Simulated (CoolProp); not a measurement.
A simple Rankine cycle with m-xylene: condensing at 329.15 K, boiler at 0.107 MPa, turbine inlet 564.2 K, turbine efficiency 0.7, pump efficiency 0.6, no recuperator. Each further row changes one setting.

Values from CoolProp's reference Helmholtz-energy equation of state, Zhou 2012.

| case | thermal efficiency (%) | net work (kJ/kg) | heat in (kJ/kg) | turbine exit temperature (K) | volume ratio over the turbine |
|---|---|---|---|---|---|
| as stated | 10.9 | 85.9 | 789 | [?] | 18.2 |
| turbine inlet 584.2 K | 10.7 | 89.2 | 832 | 540.3 | 18.2 |
| condensing temperature 321.15 K | 12.0 | [?] | 804 | 515.4 | 26.2 |
| boiler pressure 0.0749 MPa | [?] | 76.3 | 790 | 525.9 | 12.8 |
| turbine efficiency 0.6 | 9.3 | 73.6 | 789 | 526.9 | 18.4 |

### Question
Fill in the missing entries.

### Answer

- as stated, turbine exit temperature (K): 520.6
- condensing temperature 321.15 K, net work (kJ/kg): 96.2
- boiler pressure 0.0749 MPa, thermal efficiency (%): 9.7
